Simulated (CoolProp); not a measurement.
Vapour pressure (bar) of ammonia: the reference equation beside estimates from Tc = 405.6 K, pc = 113.6 bar, ω = 0.256.

Computed with CoolProp (reference Helmholtz-energy equation of state, Gao 2020).

```csv
T (K),reference,Lee-Kesler,Redlich-Kwong
274.7,(withheld),4.519,(withheld)
279,5.315,5.299,(withheld)
283.4,6.201,6.200,9.792
287.8,7.198,7.213,11.14
292.2,8.313,8.347,12.62
296.6,(withheld),9.612,14.23
301,10.94,11.02,15.98
305.4,(withheld),12.57,(withheld)
309.8,14.15,14.28,19.93
314.2,16.00,16.15,(withheld)
318.6,18.03,18.21,24.52
```

### Question
What belongs in the gaps?

### Answer

- 274.7, reference: 4.547
- 274.7, Redlich-Kwong: 7.479
- 279, Redlich-Kwong: 8.566
- 296.6, reference: 9.557
- 305.4, reference: 12.47
- 305.4, Redlich-Kwong: 17.88
- 314.2, Redlich-Kwong: 22.14

Absolute difference from the reference over all 11 rows, mean and median: Lee-Kesler 0.6 and 0.6 %, Redlich-Kwong 49.4 and 48.9 %.
